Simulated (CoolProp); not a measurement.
Fluorine at several states: fugacity coefficient from the reference equation and from simpler models built on Tc = -128.7 °C, pc = 52.40 bar, ω = 0.045; each cubic takes its own stable root.

Model: reference Helmholtz-energy equation of state, de Reuck 1990, in CoolProp.

```csv
T (°C),p (bar),phase,reference
-184.85,94.8,liquid,0.02025
-163.85,0.215,gas,0.9968
-127.95,95,supercritical,0.4358
-65.15,200,supercritical,0.7095
```

Task: How far does each simpler model (van der Waals, Redlich-Kwong, Soave-Redlich-Kwong, Peng-Robinson) lie from the reference over these 4 states: mean and median of the absolute difference, and the worst?

Result: 
- van der Waals: mean 73.1 %, median 7.8 %, worst +276.8 % at -184.85 °C and 94.8 bar
- Redlich-Kwong: mean 3.1 %, median 1.5 %, worst -9.4 % at -184.85 °C and 94.8 bar
- Soave-Redlich-Kwong: mean 1.3 %, median 1.6 %, worst +2.0 % at -65.15 °C and 200 bar
- Peng-Robinson: mean 2.2 %, median 1.9 %, worst -5.1 % at -65.15 °C and 200 bar
